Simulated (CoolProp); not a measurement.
A single-stage vapour-compression cycle with the fluid: evaporating at 215.15 K (dew point), condensing at 276.15 K (bubble point), superheat 0 K, subcooling 5 K, compressor efficiency 0.7, no pressure losses. The same conditions are run with several fluids, on thermodynamics alone (safety and materials aside).

Values from CoolProp's reference Helmholtz-energy equation of state of each fluid (propane: Lemmon 2009; CH3F (R41): Lemmon 2006; R22: Kamei 1995; R410A: Lemmon 2003; R13: Platzer 1990). The equations of Platzer and Polt are older, rougher fits. Blends and air are pseudo-pure fits.

```tsv
fluid	cooling COP	pressure ratio	discharge temperature (K)	refrigerating effect (kJ/kg)	volumetric capacity (kJ/m³)
propane	1.99	11.0	323.2	312	372
CH3F (R41)	1.81	7.99	385.7	329	1880
R22	1.99	13.1	363.8	182	377
R410A	1.94	12.3	352.8	199	598
R13	1.66	6.98	313.1	78.5	1530
```
